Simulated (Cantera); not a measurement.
Gas mixture: N2O = 0.63 (molar parts), at 25.0 Pa, frozen composition.

Cantera's kinetic-theory transport with the Lennard-Jones parameters of GRI-Mech 3.0, ideal gas; thermal conductivity in the multicomponent form. The composition is frozen, though it would react at the higher temperatures.

D: mixture-averaged diffusion coefficient of that species in the mixture.

| T (K) | ρ (kg/m³) | cp (J/kg/K) | μ (µPa s) | λ (mW/m/K) | Pr | D (cm²/s) CO2 | D (cm²/s) N2 | D (cm²/s) NO |
|---|---|---|---|---|---|---|---|---|
| 400 | 0.000331 | 970.3 | 19.5 | (withheld) | 0.746 | 779 | 1070 | 1050 |
| 550 | 0.000241 | 1073 | 25.5 | (withheld) | 0.745 | 1400 | 1870 | 1840 |
| 700 | 0.000189 | 1150 | 30.8 | (withheld) | 0.743 | 2160 | 2840 | 2780 |
| 850 | 0.000156 | 1210 | 35.6 | (withheld) | 0.741 | 3040 | 3950 | 3870 |
| 1000 | 0.000132 | 1255 | 40.0 | (withheld) | 0.740 | 4030 | 5210 | 5100 |
| 1150 | 0.000115 | 1285 | 44.1 | (withheld) | 0.738 | 5120 | 6580 | 6450 |
| 1300 | 0.000102 | 1311 | 48.0 | (withheld) | 0.737 | 6310 | 8090 | 7920 |
| 1450 | 9.13e-5 | 1334 | 51.7 | (withheld) | 0.736 | 7600 | 9700 | 9500 |
| 1600 | 8.27e-5 | 1353 | 55.2 | (withheld) | 0.735 | 8970 | 11400 | 11200 |

Task: Complete the blanks.

Result: 
- 400, λ (mW/m/K): 25.3
- 550, λ (mW/m/K): 36.7
- 700, λ (mW/m/K): 47.7
- 850, λ (mW/m/K): 58.1
- 1000, λ (mW/m/K): 67.9
- 1150, λ (mW/m/K): 76.8
- 1300, λ (mW/m/K): 85.5
- 1450, λ (mW/m/K): 93.8
- 1600, λ (mW/m/K): 102
